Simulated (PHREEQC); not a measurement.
Na2SO4 is added in steps, without added water, to 1 kg of water holding 3.9 mmol/kgw NiCl2, 1.6 mmol/kgw H3BO3 and 4.6 mmol/kgw H2SO4, at 25 °C. O2 is buffered at 0.21 atm. No CO2 enters from the air. The run lets Ni(OH)2, Ni4(OH)6SO4, Halite, Mirabilite, Morenosite precipitate or redissolve, and no other solid.

Base run: PHREEQC, ion-association model, wateq4f.dat. Each further column changes one thing. The table gives SO4-2 (mol/kgw).

```
Na2SO4 added (mol)     base  metal-ligand complexes left out  Davies equation for every ion  all activity coefficients set to 1  Debye-Hückel limiting law
------------------  -------  -------------------------------  -----------------------------  ----------------------------------  -------------------------
0                   0.00276                          0.00320                        0.00279                             0.00201                    0.00294
0.001437            0.00372                          0.00429                        0.00376                             0.00273                    0.00398
0.004313            0.00574                          0.00658                        0.00580                             0.00428                    0.00618
0.00575             0.00678                          0.00777                        0.00685                             0.00509                    0.00732
0.008625            0.00893                           0.0102                        0.00901                             0.00679                    0.00967
0.01006              0.0100                           0.0115                         0.0101                             0.00767                     0.0109
0.01294              0.0122                           0.0140                         0.0123                             0.00945                     0.0133
0.01438              0.0133                           0.0153                         0.0135                              0.0103                     0.0145
0.01725              0.0156                           0.0179                         0.0157                              0.0122                     0.0170
0.01869              0.0167                           0.0192                         0.0168                              0.0131                     0.0183
0.02156              0.0190                           0.0218                         0.0191                              0.0149                     0.0208
0.023                0.0201                           0.0232                         0.0202                              0.0157                     0.0221
```
